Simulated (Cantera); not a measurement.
Charge: 1 mol CS₂, 0.11 mol O₂, at 1.00 bar.

Method: chemical equilibrium by Gibbs-energy minimisation in Cantera with the NASA 1993 tables (ideal gas, pure condensed phases). Candidate condensed phases: C, S; 35 gas species. Ions and electrons are included (thermal ionisation). The numbers say what is thermodynamically allowed, not how fast it happens. All values below are at 4000 K.

Base state: S 0.484, CS 0.361, CO 0.104, S₂ 0.0449, CS₂ 0.00455, C 0.00227, C₂ 0.000137, COS 4.18e-5 (mole fractions); condensed: gas only.

What changes in the equilibrium state with this change: CS₂ replaced by NH₃?


| species | before | after |
|---|---|---|
| H | 0 | 0.621 |
| N₂ | 0 | 0.157 |
| H₂ | 0 | 0.152 |
| S | 0.484 | 0 |
| CS | 0.361 | 0 |
| CO | 0.104 | 0 |
| S₂ | 0.0449 | 0 |
| OH | 0 | 0.0176 |
| O | 6.27e-6 | 0.0405 |
| H₂O | 0 | 0.00737 |
| CS₂ | 0.00455 | 0 |
Further candidate phases: H₂O.
